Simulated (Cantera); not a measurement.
Standard-state values (1 bar) from the NASA 1993 polynomials, evaluated with Cantera. Values are per mole of reaction as written; species without (g) are pure solids or liquids, kept so even where they would boil at 1 bar.

2 HBr(g) + Ca ⇌ CaBr2 + H2(g), with ΔH° = -610.3 kJ and ΔS° = -179.4 J/K at 300 K.

How far is the shortcut ΔG° ≈ ΔH°(300 K) − T·ΔS°(300 K) from the full temperature-dependent value at 1900, 1950, 2000, 2050, 2100, 2150, 2200 K?


```json
[
 {"T (K)": "1900", "shortcut (kJ)": "-269.4", "full (kJ)": "-332.6", "difference (kJ)": "63.2", "difference in log10 K": "-1.74", "condensed phases": "Ca(l), CaBr2(l)"},
 {"T (K)": "1950", "shortcut (kJ)": "-260.4", "full (kJ)": "-327.1", "difference (kJ)": "66.7", "difference in log10 K": "-1.79", "condensed phases": "Ca(l), CaBr2(l)"},
 {"T (K)": "2000", "shortcut (kJ)": "-251.4", "full (kJ)": "-321.7", "difference (kJ)": "70.2", "difference in log10 K": "-1.83", "condensed phases": "Ca(l), CaBr2(l)"},
 {"T (K)": "2050", "shortcut (kJ)": "-242.5", "full (kJ)": "-316.3", "difference (kJ)": "73.8", "difference in log10 K": "-1.88", "condensed phases": "Ca(l), CaBr2(l)"},
 {"T (K)": "2100", "shortcut (kJ)": "-233.5", "full (kJ)": "-311.0", "difference (kJ)": "77.5", "difference in log10 K": "-1.93", "condensed phases": "Ca(l), CaBr2(l)"},
 {"T (K)": "2150", "shortcut (kJ)": "-224.5", "full (kJ)": "-305.7", "difference (kJ)": "81.1", "difference in log10 K": "-1.97", "condensed phases": "Ca(l), CaBr2(l)"},
 {"T (K)": "2200", "shortcut (kJ)": "-215.6", "full (kJ)": "-300.4", "difference (kJ)": "84.9", "difference in log10 K": "-2.01", "condensed phases": "Ca(l), CaBr2(l)"}
]
```
The shortcut ignores heat capacities and the phase changes listed.
